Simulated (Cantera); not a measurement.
An isothermal, constant-pressure homogeneous reactor starts with CH4 : H2 : N2 = 0.011 : 1 : 0.00017 (molar parts), at 1598 K and 0.260 bar. Integrator tolerance rtol = 1e-08.

Computed with Cantera and GRI-Mech 3.0 (53 species, 325 reactions). GRI-Mech 3.0 stops at C3 and has no aromatics, soot or wall deposition, so with more carbon than oxygen in the feed, carbon stays in small species such as C2H2 where larger ones or solid carbon would form.

### Question
What does this change do: pressure from 0.260 bar to 100.0 Torr?

### Answer
| quantity | before | after |
|---|---|---|
| x(CH4) at 30.0 s | 0.00449 (gas-phase equilibrium 0.00442) | 0.00294 (gas-phase equilibrium 0.00260) |
| x(H2) at 30.0 s | 0.992 (gas-phase equilibrium 0.992) | 0.993 (gas-phase equilibrium 0.993) |
| x(C2H2) at 30.0 s | 0.00307 (gas-phase equilibrium 0.00299) | 0.00387 (gas-phase equilibrium 0.00392) |
| x(CH2) at 30.0 s | 9.44e-10 (gas-phase equilibrium 9.30e-10) | 1.20e-9 (gas-phase equilibrium 1.06e-9) |
| x(C2H4) at 30.0 s | 8.89e-5 (gas-phase equilibrium 8.68e-5) | 5.76e-5 (gas-phase equilibrium 5.83e-5) |
| x(C2H) at 30.0 s | 1.07e-9 (gas-phase equilibrium 1.05e-9) | 1.89e-9 (gas-phase equilibrium 1.92e-9) |
